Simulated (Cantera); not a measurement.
## Premixed flame

A freely propagating, adiabatic, planar premixed flame of H2 : O2 : N2 : H2O = 1 : 0.172 : 0.648 : 0.68 (molar parts), equivalence ratio 2.9, unburnt at 675 K and 0.760 bar; mixture-averaged transport, grid criteria slope 0.08 and curve 0.16, no radiation.

Model: the H2/O2 subset of GRI-Mech 3.0, which has no nitrogen chemistry, integrated in Cantera. Burning velocities carry a grid error of a few per cent, more on coarse grids.

```tsv
z (mm)	T (K)	u (m/s)	x H2	x O2	x H2O	x OH	x HO2	x O
-1.92	675	5.20	0.400	0.0688	0.272	<1e-8	<1e-8	<1e-8
-1.28	675	5.20	0.400	0.0688	0.272	<1e-8	<1e-8	<1e-8
-0.960	675	5.20	0.400	0.0688	0.272	<1e-8	1.36e-7	<1e-8
-0.640	676	5.20	0.399	0.0689	0.272	<1e-8	6.76e-6	1.24e-8
-0.320	719	5.47	0.391	0.0682	0.278	4.29e-5	0.000259	1.16e-5
-0.160	879	6.58	0.368	0.0619	0.300	0.000214	0.000182	0.000104
0	1115	8.21	0.329	0.0442	0.342	0.000479	8.52e-5	0.000465
0.160	1292	9.45	0.291	0.0211	0.390	0.000896	3.29e-5	0.000632
0.320	1384	10.1	0.271	0.00741	0.417	0.00111	1.06e-5	0.000385
0.640	1459	10.6	0.264	0.000920	0.431	0.00117	1.23e-6	0.000141
1.28	1518	11.0	0.268	8.07e-5	0.434	0.00103	1.18e-7	7.07e-5
2.56	1568	11.3	0.273	2.54e-5	0.436	0.000784	4.31e-8	3.35e-5
5.12	1603	11.5	0.276	9.92e-6	0.438	0.000523	1.85e-8	1.31e-5
```
x: mole fraction of selected species; z is measured from the peak of heat release.

```
Item                        Result
------------------------  --------
laminar burning velocity  520 cm/s
thermal thickness         0.640 mm
peak x(OH)                 0.00117
peak x(HO2)               0.000264
peak x(O)                 0.000650
grid points                    116
```
